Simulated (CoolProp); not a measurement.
Aqueous lithium chloride as a coolant, at -18 °C, 1 atm.

The numbers come from the Melinder's fits for secondary coolants in CoolProp.

```tsv
mass %	freezing point (°C)	viscosity (mPa s)	density (kg/m³)	conductivity (W/(m K))	Prandtl number
14.8	-23.3	(withheld)	(withheld)	0.508	37.1
16.7	(withheld)	6.12	1102	0.505	38.8
18.6	-37.5	6.58	1115	0.502	40.6
20.6	-46.7	7.13	1128	(withheld)	(withheld)
22.5	(withheld)	7.77	1140	(withheld)	(withheld)
```

### Question
Fill in the missing entries.

### Answer

- 14.8, viscosity (mPa s): 5.71
- 14.8, density (kg/m³): 1090
- 16.7, freezing point (°C): -29.7
- 20.6, conductivity (W/(m K)): 0.499
- 20.6, Prandtl number: 43.0
- 22.5, freezing point (°C): -56.0
- 22.5, conductivity (W/(m K)): 0.496
- 22.5, Prandtl number: 46.0
